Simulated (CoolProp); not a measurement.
Saturation properties of R125.

Values from CoolProp's reference Helmholtz-energy equation of state, Lemmon 2005.

```tsv
T (°C)	p (MPa)	liquid density (kg/m³)	vapour density (kg/m³)	enthalpy of vaporisation (kJ/kg)
-28.75	0.2400	1441	15.37	152.9
-21.75	0.3158	1414	20.01	148.5
-14.85	0.4072	1385	___	144.0
-7.85	0.5191	___	32.54	139.1
-0.85	0.6527	1324	40.94	133.8
6.15	0.8106	1291	51.09	128.2
13.15	0.9955	1255	63.39	122.1
20.15	1.210	1217	78.32	115.4
27.05	1.454	1177	96.28	___
34.05	1.737	1132	118.8	99.92
```

Question: Fill in the missing entries.

Answer: 
- -14.85, vapour density (kg/m³): 25.62
- -7.85, liquid density (kg/m³): 1355
- 27.05, enthalpy of vaporisation (kJ/kg): 108.2

It boils at -48.1 °C under 1 atm.
